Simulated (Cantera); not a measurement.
A closed system holds: 1 mol SiO2, 0.027 mol Si, 0.11 mol N2, at 1898 K.

These are equilibrium values from Cantera (NASA tables, ideal gas, pure condensed phases), not measurements of a reactor. Candidate condensed phases: Si, SiO2, Si2N2O, Si3N4; 16 gas species. Mutual solubility and eutectic melting of coexisting phases are not modelled. The tables hold silica as quartz up to 1696 K and as liquid above; real silica turns to tridymite and cristobalite and melts near 1996 K. The numbers say what is thermodynamically allowed, not how fast it happens.

Q: Which condensed phases are stable at each of these points (P (Pa)): 1, 10, 100, 1000, 10000, 100000, 1000000?

A: 
```tsv
P (Pa)	condensed phases	Si condensed (%)
1	SiO2(condensed)	93.6
10	SiO2(condensed)	94.7
100	SiO2(condensed)	94.7
1000	SiO2(condensed)	94.7
10000	SiO2(condensed) + Si2N2O(s)	97.2
100000	SiO2(condensed) + Si2N2O(s)	99.9
1000000	SiO2(condensed) + Si2N2O(s)	100.0
```

From 0.00750 Torr to 7.50 Torr the condensed part is SiO2(condensed). From 75.0 Torr to 7500 Torr the condensed part is SiO2(condensed) + Si2N2O(s).
